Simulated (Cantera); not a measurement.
What does this Cantera script print?

```python
import numpy as np
import cantera as ct

gas_names = """
    N2 NO P2
""".split()
cond_names = """
    P4O10(s)
""".split()


def load(file, names, dense=False):
    # The tables refer to 1 bar. Condensed volumes are neglected.
    table = {s.name: s for s in ct.Species.list_from_file(file)}
    out = []
    for n in names:
        d = dict(table[n].input_data)
        d["thermo"] = dict(d["thermo"], **{"reference-pressure": 1e5})
        if dense:
            d["equation-of-state"] = {"model": "constant-volume", "density": "1e6 g/cm^3"}
        out.append(ct.Species.from_dict(d))
    return out


species = {s.name: s for s in load("nasa_gas.yaml", gas_names) + load("nasa_condensed.yaml", cond_names)}
# Each term lists the table entries of one substance; the one whose range holds T is used.
reactions = {
    '5 N2(g) + P4O10 = 10 NO(g) + 2 P2(g)':
        [(-5, ['N2']), (-1, ['P4O10(s)']), (10, ['NO']), (2, ['P2'])],
}


def pick(names, T):
    return next(species[n] for n in names if species[n].thermo.min_temp <= T <= species[n].thermo.max_temp)


results = []
for label, terms in reactions.items():
    print(label)
    print("     T/K   dH/kJ  dS/(J/K)   dG/kJ   log10 K")
    for T in [548, 573, 598, 623, 648, 673]:
        used = [(nu, pick(names, T)) for nu, names in terms]
        dH = sum(nu * s.thermo.h(T) for nu, s in used) / 1e6
        dS = sum(nu * s.thermo.s(T) for nu, s in used) / 1e3
        dG = dH - T * dS / 1e3
        logK = -dG * 1e6 / (ct.gas_constant * T * np.log(10))
        results.append((label, T, dH, dS, dG, logK, [s.name for _, s in used]))
        print(f"{T:8g} {dH:8.1f} {dS:8.1f} {dG:8.1f} {logK:8.2f}")
```

Result:

```
5 N2(g) + P4O10 = 10 NO(g) + 2 P2(g)
     T/K   dH/kJ  dS/(J/K)   dG/kJ   log10 K
     548   4198.5   1331.9   3468.7  -330.62
     573   4196.2   1327.8   3435.4  -313.17
     598   4193.8   1323.6   3402.3  -297.18
     623   4191.1   1319.2   3369.2  -282.48
     648   4188.3   1314.8   3336.3  -268.93
     673   4185.3   1310.3   3303.5  -256.40
```

Cantera with NASA thermochemical tables; ideal gases at 1 bar, condensed phases pure. Condensed species are held in their standard states even where they would react or evaporate.
